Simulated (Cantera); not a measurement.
## Thermodynamics of silicon nitride deposition, feed trisilylamine + N₂ + NH₃

Feed: 1 mol trisilylamine, 0.61 mol N₂, 21 mol NH₃, equilibrated at 0.110 bar.

These are equilibrium values from Cantera (NASA tables, ideal gas, pure condensed phases), not measurements of a reactor. Candidate condensed phases: Si, Si₃N₄; 18 gas species. The feed counts by its element totals alone. The tables' values for SiN are old estimates; treat these amounts as uncertain. Gases not in the tables: Si₂H₆ and higher silanes. Rates play no part.

| T (K) | x H₂ | x N₂ | x H | x Si | x NH₃ | x SiH₂ | x SiH | x Si₂N | n Si₃N₄(s) | n Si(l) |
|---|---|---|---|---|---|---|---|---|---|---|
| 798 | 0.789 | 0.211 | 7.14e-12 | <1e-12 | 0.000108 | <1e-12 | <1e-12 | <1e-12 | 1.00 | 0 |
| 898 | 0.789 | 0.211 | 2.93e-10 | <1e-12 | 4.36e-5 | <1e-12 | <1e-12 | <1e-12 | 1.00 | 0 |
| 998 | 0.789 | 0.211 | 5.76e-9 | <1e-12 | 2.09e-5 | <1e-12 | <1e-12 | <1e-12 | 1.00 | 0 |
| 1098 | 0.789 | 0.211 | 6.63e-8 | <1e-12 | 1.14e-5 | <1e-12 | <1e-12 | <1e-12 | 1.00 | 0 |
| 1198 | 0.789 | 0.211 | 5.09e-7 | <1e-12 | 6.83e-6 | <1e-12 | <1e-12 | <1e-12 | 1.00 | 0 |
| 1298 | 0.789 | 0.211 | 2.87e-6 | <1e-12 | 4.43e-6 | 4.35e-11 | <1e-12 | <1e-12 | 1.00 | 0 |
| 1398 | 0.789 | 0.211 | 1.27e-5 | 2.71e-11 | 3.05e-6 | 1.10e-9 | 4.02e-11 | <1e-12 | 1.00 | 0 |
| 1498 | 0.789 | 0.211 | 4.60e-5 | 1.43e-9 | 2.21e-6 | 1.81e-8 | 1.37e-9 | 6.64e-12 | 1.00 | 0 |
| 1598 | 0.789 | 0.211 | 0.000143 | 4.57e-8 | 1.66e-6 | 2.08e-7 | 2.96e-8 | 5.44e-10 | 1.000 | 0 |
| 1698 | 0.789 | 0.211 | 0.000387 | 9.64e-7 | 1.29e-6 | 1.78e-6 | 4.42e-7 | 2.61e-8 | 1.000 | 0 |
| 1798 | 0.788 | 0.211 | 0.000943 | 1.44e-5 | 1.04e-6 | 1.19e-5 | 4.86e-6 | 8.08e-7 | 0.999 | 0 |
| 1898 | 0.754 | 0.244 | 0.00205 | 0.000112 | 8.55e-7 | 4.34e-5 | 2.81e-5 | 8.92e-6 | 0 | 2.99 |
| 1998 | 0.752 | 0.243 | 0.00419 | 0.000387 | 7.13e-7 | 7.89e-5 | 7.58e-5 | 2.18e-5 | 0 | 2.97 |
x: gas mole fraction; n: condensed amount in mol.

From 798 K to 1798 K the condensed part is Si₃N₄(s). From 1898 K to 1998 K the condensed part is Si(l).
